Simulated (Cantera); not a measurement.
Feed: 1 mol SiCl4, 1.1 mol HCl, 12 mol H2, equilibrated at 1650 K and 23000 Pa.

Method: chemical equilibrium by Gibbs-energy minimisation in Cantera with the NASA 1993 tables (ideal gas, pure condensed phases). Candidate condensed phases: Si; 19 gas species. The tables' values for SiCl3 are old estimates; treat these amounts as uncertain. The numbers say what is thermodynamically allowed, not how fast it happens.

Base state: H2 0.737, HCl 0.196, SiCl2 0.0573, SiCl3 0.00651, SiCl4 0.00162, SiHCl3 0.00103, H 0.000163, SiH2Cl2 0.000111 (mole fractions); condensed: gas only.

**Question.** What changes in the equilibrium state with this change: SiCl4 replaced by Si?

**Answer.** 
| species | before | after |
|---|---|---|
| H2 | 0.737 | 0.929 |
| HCl | 0.196 | 0.0573 |
| SiCl2 | 0.0573 | 0.0126 |
| SiCl4 | 0.00162 | 2.43e-5 |
| SiCl3 | 0.00651 | 0.000373 |
| SiHCl3 | 0.00103 | 6.60e-5 |
| Cl | 3.38e-5 | 8.83e-6 |
| Si(s), mol | 0 | 0.829 |
